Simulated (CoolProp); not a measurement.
Saturated liquid density (kg/m³) of isobutene: the reference equation beside estimates from Tc = 418.1 K, pc = 4.016 MPa, ω = 0.193.

Computed with CoolProp (reference Helmholtz-energy equation of state, Lemmon 2005). It is a short technical equation, of lower accuracy than the large ones.

```
T (K)  reference  Soave-Redlich-Kwong  Peng-Robinson
-----  ---------  -------------------  -------------
233.4      662.4                617.3          696.0
239.6      655.8                611.4          689.6
245.9      649.0                605.2          682.9
252.1      642.2                598.9          676.1
258.4      635.2                592.2          669.0
264.6      628.2                585.5          661.7
270.9      621.1                578.4          653.9
277.1      613.9                571.1          646.0
```

Absolute difference from the reference over all 8 rows, mean and median: Soave-Redlich-Kwong 6.8 and 6.8 %, Peng-Robinson 5.2 and 5.3 %.
